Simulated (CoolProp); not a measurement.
Properties of propylene along the isobar 0.404 MPa (Tc = 364.2 K, pc = 4.555 MPa, ω = 0.146).

The numbers come from the reference Helmholtz-energy equation of state, Lemmon 2013 in CoolProp.

```tsv
T (K)	phase	Joule-Thomson coefficient (K/MPa)	isothermal compressibility (1/MPa)
299.2	gas	17.87	2.640
324.3	gas	13.86	2.597
349.4	gas	11.08	2.569
374.4	gas	(withheld)	(withheld)
399.5	gas	7.565	2.534
424.6	gas	6.410	2.523
449.6	gas	(withheld)	2.515
474.7	gas	4.774	2.508
499.8	gas	4.177	2.502
524.9	gas	(withheld)	2.498
549.9	gas	3.268	2.494
575	gas	2.915	2.491
```

Problem. Some entries are withheld; supply them.

Solution. 
- 374.4, Joule-Thomson coefficient (K/MPa): 9.069
- 374.4, isothermal compressibility (1/MPa): 2.549
- 449.6, Joule-Thomson coefficient (K/MPa): 5.504
- 524.9, Joule-Thomson coefficient (K/MPa): 3.682
